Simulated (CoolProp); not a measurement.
Water at 293.15 K and 5.57 MPa is throttled through a valve to 1 MPa with no heat exchange. Each further row changes one setting.

The numbers come from the reference Helmholtz-energy equation of state, Wagner 2002 in CoolProp.

| case | temperature change (K) | final density (kg/m³) |
|---|---|---|
| as stated | +1.0 | 998 |
| outlet pressure 0.3 MPa | +1.2 | 998 |
| outlet pressure 1.3 MPa | +1.0 | 999 |
